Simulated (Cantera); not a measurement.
Source: NASA polynomial tables (part measured, part estimated), evaluated in Cantera. Values are per mole of reaction as written; species without (g) are pure solids or liquids, kept so even where they would boil at 1 bar.

Between 1325 and 2225 K, where is each reaction favourable under standard conditions?
- 2 LiCl(g) ⇌ Cl₂(g) + 2 Li(g)


- 2 LiCl(g) ⇌ Cl₂(g) + 2 Li(g): ΔG° is 605 kJ at 1325 K and 529 kJ at 2225 K; it stays positive (K < 1). ΔH° is 718 kJ and ΔS° 85 J/K at 2225 K.
